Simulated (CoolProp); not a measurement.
Saturation properties of octamethylcyclotetrasiloxane (D4).

Computed with CoolProp (reference Helmholtz-energy equation of state, Thol 2015).

| T (°C) | p (MPa) | vapour density (kg/m³) | liquid cp (kJ/(kg K)) | surface tension (mN/m) |
|---|---|---|---|---|
| 98.65 | 0.008266 | 0.8025 | 1.813 | 12.6 |
| 105.65 | 0.01098 | 1.049 | 1.828 | 12.1 |
| 112.75 | 0.01444 | 1.360 | 1.844 | 11.6 |
| 119.85 | 0.01875 | 1.741 | 1.861 | 11.1 |
| 126.85 | 0.02397 | 2.196 | 1.877 | 10.7 |
| 133.95 | 0.03040 | 2.751 | 1.894 | 10.2 |
| 141.05 | 0.03814 | 3.413 | 1.910 | 9.68 |
| 148.15 | 0.04739 | 4.197 | 1.928 | 9.20 |
| 155.15 | 0.05816 | 5.105 | 1.945 | 8.73 |
| 162.25 | 0.07097 | 6.181 | 1.962 | 8.26 |
| 169.35 | 0.08589 | 7.431 | 1.980 | 7.80 |
| 176.35 | 0.1029 | 8.856 | 1.998 | 7.34 |
| 183.45 | 0.1227 | 10.52 | 2.016 | 6.88 |

It boils at 175.7 °C under 1 atm.

Surface tension comes from a separate correlation (Mulero 2014), older than this fluid's equation and unchecked against measurements.
